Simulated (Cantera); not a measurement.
Charge: 1 mol MgO, 0.42 mol SO3, 0.64 mol O2, at 1050 K and 0.0133 bar.

Equilibrium computed with Cantera from the NASA thermochemical tables; the gas is ideal and each condensed phase is pure. Mutual solubility and eutectic melting of coexisting phases are not modelled. Kinetics and transport are ignored.

```
species         before    after
-------------  -------  -------
O2               0.982    0.668
SO2             0.0158    0.323
SO3            0.00187  0.00962
MgO(s), mol      0.592     1.00
MgSO4(s), mol    0.408        0
```
Gas species are given as mole fractions.

**Question.** Name the change that produced these shifts.
A. pressure from 0.0133 bar to 6.10 bar
B. temperature from 1050 K to 1175 K
C. pressure from 0.0133 bar to 0.100 bar
D. temperature from 1050 K to 950 K

**Answer.** B, temperature from 1050 K to 1175 K
